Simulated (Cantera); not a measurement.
What does this Cantera script print?

```python
import numpy as np
import cantera as ct

gas_names = """
    CL CL2 H HCL H2 Si SiCL SiCL2 SiCL3 SiCL4 SiH SiHCL3 SiH2 SiH2CL2 SiH3 SiH3CL SiH4 Si2 Si3
""".split()
cond_names = """
    Si(cr) Si(L)
""".split()


# ... load() reads the species with a 1 bar reference pressure and builds the phases ...
atoms = {
    'Si': {'Si': 1},
    'HCl': {'H': 1, 'CL': 1},
    'H2': {'H': 2},
}
top_T = {}  # K; cautious upper limits of use, not melting points


# ... equilibrate(T, P, feed) seeds the gas with the atoms and calls Mixture.equilibrate('TP', solver="vcs", rtol=1e-11, max_steps=5000) ...
results = []
feed = {'Si': 1, 'HCl': 0.53, 'H2': 1.3}  # mol
P = 520000  # Pa
for T in [998, 1098, 1198, 1298, 1398, 1498, 1598, 1698]:
    mix = equilibrate(T, P, feed)
    results.append((T, P, feed, dict(zip(mix.species_names, mix.species_moles))))

top = {s: max(r[3][s] / sum(r[3][g] for g in gas_names) for r in results) for s in gas_names}
cols = sorted((s for s in top if top[s] > 0.001), key=lambda s: -top[s])[:6]
seen = [c for c in cond_names if any(r[3].get(c, 0) > 1e-12 for r in results)]
print("log10 of partial pressures in bar; condensed amounts in mol")
print(f"{'T/K':>10s}" + "".join(f"{s[:9]:>10s}" for s in cols + seen))
for T, P, feed, n in results:
    ng = sum(n[g] for g in gas_names)
    print(f"{T:10.4g}" + "".join(f"{np.log10(max(n[s] / ng * P / 1e5, 1e-99)):10.3f}" for s in cols)
          + "".join(f"{n.get(c, 0):10.4g}" for c in seen))
```

Result:

```
log10 of partial pressures in bar; condensed amounts in mol
       T/K        H2       HCL     SiCL2    SiHCL3     SiCL4     SiCL3    Si(cr)     Si(L)
       998     0.672    -1.504    -3.451    -0.644    -0.661    -2.751    0.8473         0
      1098     0.669    -1.173    -2.707    -0.667    -0.672    -2.263    0.8503         0
      1198     0.665    -0.903    -2.100    -0.701    -0.699    -1.873    0.8546         0
      1298     0.659    -0.686    -1.606    -0.755    -0.754    -1.568    0.8594         0
      1398     0.651    -0.514    -1.211    -0.842    -0.854    -1.347    0.8631         0
      1498     0.642    -0.387    -0.910    -0.976    -1.017    -1.215    0.8639         0
      1598     0.633    -0.301    -0.697    -1.168    -1.258    -1.175    0.8618         0
      1698     0.626    -0.247    -0.565    -1.412    -1.570    -1.215         0    0.8589
```

Method: chemical equilibrium by Gibbs-energy minimisation in Cantera with the NASA 1993 tables (ideal gas, pure condensed phases). The tables' values for SiCl3 are old estimates; treat these amounts as uncertain. Gases not in the tables: Si2H6 and higher silanes.
